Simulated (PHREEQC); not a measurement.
Solution (25 °C): 0.054 mol HF, 0.0005 mol NaF, 0.0016 mol (NH4)2SiF6 and 0.054 mol H2SO4 per kg of water. It is in equilibrium with CO2 at log p = -3.4 (atm). Otherwise closed; pH follows from the charge balance.

Computed with PHREEQC (ion-association model, wateq4f.dat).

Precipitation was switched off in this run.

**Question.** Order these S species by the share of S that they hold, largest first: SO4-2, NH4SO4-, HSO4-.

**Answer.** HSO4- (73 %), SO4-2 (27 %), NH4SO4- (0.40 %)

The pH is 1.24 and the ionic strength 0.0883 mol/kgw. Complexes and solids missing from the database can't appear. wateq4f.dat counts part of the HF as a dimer, H2F2, which phreeqc.dat doesn't know; its constant is uncertain. SiF6-2 is the database's only silicon fluoride.
